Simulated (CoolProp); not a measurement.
Dodecamethylpentasiloxane (MD3M) along the isotherm 620 K: fugacity coefficient from the reference equation and from simpler models built on Tc = 628.0 K, pc = 0.9540 MPa, ω = 0.730; each cubic takes its own stable root.

Values from CoolProp's reference Helmholtz-energy equation of state, Thol 2019.

```
p (MPa)   phase  reference
-------  ------  ---------
0.0894      gas     0.9640
0.179       gas     0.9284
0.268       gas     0.8935
0.358       gas     0.8585
0.447       gas     0.8241
0.537       gas     0.7894
0.626       gas     0.7551
0.715       gas     0.7203
0.805       gas     0.6840
0.894    liquid     0.6362
0.984    liquid     0.5872
1.07     liquid     0.5479
1.16     liquid     0.5130
1.25     liquid     0.4831
1.34     liquid     0.4572
1.43     liquid     0.4346
```

Task: How far does each simpler model (van der Waals, Redlich-Kwong, Soave-Redlich-Kwong) lie from the reference over these 16 states: mean and median of the absolute difference, and the worst?

Result: 
- van der Waals: mean 8.7 %, median 7.5 %, worst +17.4 % at 620 K and 1.43 MPa
- Redlich-Kwong: mean 4.3 %, median 3.4 %, worst +8.7 % at 620 K and 1.43 MPa
- Soave-Redlich-Kwong: mean 3.0 %, median 2.7 %, worst +6.0 % at 620 K and 1.43 MPa
